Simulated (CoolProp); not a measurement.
Vapour-liquid equilibrium of CHF3 (R23) (1) + C2F6 (R116) (2) at 183.6 K; x and y are mole fractions of (1).

The numbers come from the multi-fluid Helmholtz-energy mixture model, Penoncello 2003 and Lemmon 2006; pair parameters Bell 2016 in CoolProp.

```csv
x,bubble pressure (MPa),y at the bubble point,dew pressure at overall composition x (MPa),liquid density (mol/L)
0.05,0.06487,0.225,0.05471,12.23
0.2,0.08369,0.457,0.06322,13.04
0.35,0.08933,0.525,0.07427,14.00
0.5,0.09071,0.555,…,15.15
0.65,0.09060,0.581,0.08696,16.54
0.8,0.08783,…,0.07632,18.23
0.95,0.07456,0.826,0.06694,…
```

Question: What belongs in the gaps?

Answer: 
- 0.5, dew pressure at overall composition x (MPa): 0.08743
- 0.8, y at the bubble point: 0.637
- 0.95, liquid density (mol/L): 20.28

y crosses x between x = 0.5 and 0.65: the model has an azeotrope there.

The pair parameters rest on a limited set of measurements; away from them the model extrapolates. With so large a gap from Raoult's law the liquid may split in two, which this calculation doesn't test in full.
